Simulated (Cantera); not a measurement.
Cantera with NASA thermochemical tables; ideal gases at 1 bar, condensed phases pure. Values are per mole of reaction as written; species without (g) are pure solids or liquids, kept so even where they would boil at 1 bar.

Q: Between 300 and 2900 K, where is each reaction favourable under standard conditions?
- 3 VO2(g) = 2 O3(g) + 3 V

A: 
- 3 VO2(g) = 2 O3(g) + 3 V: ΔG° is 1051 kJ at 300 K and 1487 kJ at 2900 K; it stays positive (K < 1). ΔH° is 1232 kJ and ΔS° -88 J/K at 2900 K.
